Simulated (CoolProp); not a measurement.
A single-stage vapour-compression cycle with n-pentane: evaporating at 323.15 K (dew point), condensing at 353.15 K (bubble point), superheat 0 K, subcooling 0 K, compressor efficiency 0.8, no pressure losses. Each further row changes one setting.

The numbers come from the reference Helmholtz-energy equation of state, Thol 2019 in CoolProp.

```json
[
 {"case": "as stated", "cooling COP": "7.42", "pressure ratio": "2.31", "discharge temperature (K)": "353.1", "refrigerating effect (kJ/kg)": "270", "volumetric capacity (kJ/m³)": "1230"},
 {"case": "evaporating temperature 328.15 K", "cooling COP": "9.27", "pressure ratio": "1.99", "discharge temperature (K)": "353.1", "refrigerating effect (kJ/kg)": "278", "volumetric capacity (kJ/m³)": "1460"},
 {"case": "condensing temperature 348.15 K", "cooling COP": "9.17", "pressure ratio": "2.03", "discharge temperature (K)": "348.2", "refrigerating effect (kJ/kg)": "283", "volumetric capacity (kJ/m³)": "1290"},
 {"case": "subcooling 5 K", "cooling COP": "7.78", "pressure ratio": "2.31", "discharge temperature (K)": "353.1", "refrigerating effect (kJ/kg)": "283", "volumetric capacity (kJ/m³)": "1290"},
 {"case": "superheat 10 K", "cooling COP": "7.57", "pressure ratio": "2.31", "discharge temperature (K)": "357.5", "refrigerating effect (kJ/kg)": "289", "volumetric capacity (kJ/m³)": "1270"},
 {"case": "compressor efficiency 0.7", "cooling COP": "6.50", "pressure ratio": "2.31", "discharge temperature (K)": "353.1", "refrigerating effect (kJ/kg)": "270", "volumetric capacity (kJ/m³)": "1230"}
]
```

The compression ends wet for: as stated; evaporating temperature 328.15 K; condensing temperature 348.15 K; subcooling 5 K; compressor efficiency 0.7.
